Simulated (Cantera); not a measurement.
A closed system holds: 1 mol Al2O3, 6.9 mol H2, held at 2073.15 K and 133 Pa.

Equilibrium computed with Cantera from the NASA thermochemical tables; the gas is ideal and each condensed phase is pure. Candidate condensed phases: Al, Al2O3, H2O; 19 gas species. The tables' values for AlOH are old estimates; treat these amounts as uncertain. The numbers say what is thermodynamically allowed, not how fast it happens.

**Question.** What is the equilibrium state?

**Answer.** 
```json
{
  "x(H2)": "0.927",
  "x(H)": "0.0694",
  "x(H2O)": "0.00227",
  "x(Al)": "0.00123",
  "x(Al2O)": "0.000185",
  "x(AlOH)": "9.08e-5",
  "x(OH)": "1.93e-5",
  "x(AlO)": "1.33e-5",
  "x(AlH)": "1.04e-5",
  "n(Al2O3(s))": "0.994 mol",
  "gas_amount": "7.159 mol",
  "log10 activity of Al(l) (absent)": "-3.84"
}
```
